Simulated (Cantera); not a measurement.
# V + H2O (tantalum, niobium, vanadium and zirconium in process gases)

Input: 1 mol V, 0.55 mol H2O.

Cantera equilibrium calculation (NASA polynomials, part measured and part estimated; ideal gas, pure solids and liquids). Candidate condensed phases: H2O, V, VO, V2O3, V2O4, V2O5; 12 gas species. Each liquid is taken as pure. Mutual solubility and eutectic melting of coexisting phases are not modelled. VO: taken at fixed stoichiometry. Condensed phases not in the tables: N, O or C dissolved in the metal. Kinetics and transport are ignored.

Stable condensed phases:

```
T in K \ P in Pa
            0.10    0.75     5.6      42     320    2400   18000  130000 1000000
   2450        A       A       A       A       B       B       B       B       B
   2400        A       A       A       A       B       B       B       B       B
   2350        A       A       A       A       B       B       B       B       B
   2300        A       A       A       B       B       B       B       B       B
   2250        A       A       A       B       B       B       B       B       B
   2200        A       A       A       B       B       B       B       B       B
   2150        A       A       A       B       B       B       B       B       B
   2100        A       A       B       B       B       B       B       B       B
   2050        A       A       B       B       B       B       B       B       B
   2000        A       C       B       B       B       B       B       B       B
   1950        A       B       B       B       B       B       B       B       B
   1900        A       B       B       B       B       B       B       B       B
   1850        B       B       B       B       B       B       B       B       B
```

A: gas only; B: V + VO; C: VO.
